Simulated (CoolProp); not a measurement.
Model: reference Helmholtz-energy equation of state, Gedanitz 2015, in CoolProp.

For cyclopentane, give the phase and the density (kg/m³), cv (kJ/(kg K)), isothermal compressibility (1/MPa), expansivity (1/kK) at 276.85 °C and 5890 kPa; 276.85 °C and 6870 kPa.


- 276.85 °C and 5890 kPa: supercritical; density 175, cv 2.38, isothermal compressibility 0.396, expansivity 14.5
- 276.85 °C and 6870 kPa: supercritical; density 256, cv 2.41, isothermal compressibility 0.350, expansivity 20.8
